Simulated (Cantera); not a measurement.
A jet of 1.41 % CH4, 19.1 % O2, 79.5 % N2 at 300 K and 21.8 Torr hits a platinum plate 3 cm away at a mass flux of 0.052 kg/m²/s; the plate temperature is set and raised in steps from an oxygen-covered start.

Model: Deutschmann's 1995 Pt surface mechanism with GRI-Mech 3.0 gas chemistry, integrated in Cantera. Catalytic surfaces can have several steady states; this one follows from the mechanism file's or the stated starting coverage.

x: mole fraction at the wall; θ: surface coverage.

```tsv
plate T (K)	wall x CH4	wall x O2	wall x H2O	wall x OH	wall x CO	wall x CO2	θ free Pt	θ O*
900	0.0119	0.186	0.00408	___	4.80e-6	0.00266	0.229	0.770
950	0.0106	0.184	0.00644	___	5.94e-6	0.00422	0.299	0.701
1000	0.00930	0.181	0.00888	___	7.07e-6	0.00582	0.369	0.630
1050	0.00808	0.178	0.0111	___	8.21e-6	0.00730	0.439	0.560
1100	0.00702	0.176	0.0130	___	9.45e-6	0.00857	0.507	0.492
1150	0.00619	0.174	0.0145	___	1.10e-5	0.00958	0.572	0.428
```

Q: Complete the blanks.

A: 
- 900, wall x OH: 2.13e-8
- 950, wall x OH: 7.37e-8
- 1000, wall x OH: 2.15e-7
- 1050, wall x OH: 5.49e-7
- 1100, wall x OH: 1.25e-6
- 1150, wall x OH: 2.58e-6
